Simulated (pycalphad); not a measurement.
Source of the numbers: pycalphad with the COST 507 light-alloy database (1999); pressure 1 atm. The data set is of 1999 and partly superseded. Kinetics are ignored, which matters at the lower temperatures.

Molar enthalpy of Al-0.1141Si-0.6806Fe (wt.%) in equilibrium (SER reference):

```json
[
 {"T (K)": "1850", "H (kJ/mol)": "57.69", "phases": "liquid"},
 {"T (K)": "1775", "H (kJ/mol)": "55.31", "phases": "liquid"},
 {"T (K)": "1700", "H (kJ/mol)": "52.93", "phases": "liquid"},
 {"T (K)": "1625", "H (kJ/mol)": "50.54", "phases": "liquid"},
 {"T (K)": "1550", "H (kJ/mol)": "48.16", "phases": "liquid"},
 {"T (K)": "1475", "H (kJ/mol)": "45.78", "phases": "liquid"},
 {"T (K)": "1400", "H (kJ/mol)": "43.39", "phases": "liquid"},
 {"T (K)": "1325", "H (kJ/mol)": "41.01", "phases": "liquid"},
 {"T (K)": "1250", "H (kJ/mol)": "38.63", "phases": "liquid"},
 {"T (K)": "1175", "H (kJ/mol)": "36.25", "phases": "liquid"},
 {"T (K)": "1100", "H (kJ/mol)": "33.87", "phases": "liquid"},
 {"T (K)": "1025", "H (kJ/mol)": "31.49", "phases": "liquid"},
 {"T (K)": "950", "H (kJ/mol)": "29.11", "phases": "liquid"},
 {"T (K)": "875", "H (kJ/mol)": "15.85", "phases": "fcc + AL13FE4"},
 {"T (K)": "800", "H (kJ/mol)": "13.47", "phases": "fcc + AL13FE4"},
 {"T (K)": "725", "H (kJ/mol)": "11.18", "phases": "fcc + AL13FE4 + ALFESI_ALPHA"},
 {"T (K)": "650", "H (kJ/mol)": "8.98", "phases": "fcc + ALFESI_ALPHA + AL13FE4"},
 {"T (K)": "575", "H (kJ/mol)": "6.85", "phases": "fcc + ALFESI_ALPHA + AL13FE4"},
 {"T (K)": "500", "H (kJ/mol)": "4.79", "phases": "fcc + ALFESI_ALPHA + AL13FE4"}
]
```

Cooling from 950 K to 875 K, across the freezing range, releases 13.3 kJ/mol, or 490 J/g. The slope is 32 J/(mol K) in the liquid and 32 J/(mol K) just below the solidus, where it includes any heat of precipitation. Liquidus 931 K, solidus 920 K. Changes were sought between steps of 75 K, so a narrower field can be missed.

Database names, with the compositions (at.%) that they take in these runs: AL13FE4: Al 76 Fe 24; ALFESI_ALPHA: Al 74 Fe 19 Si 7.
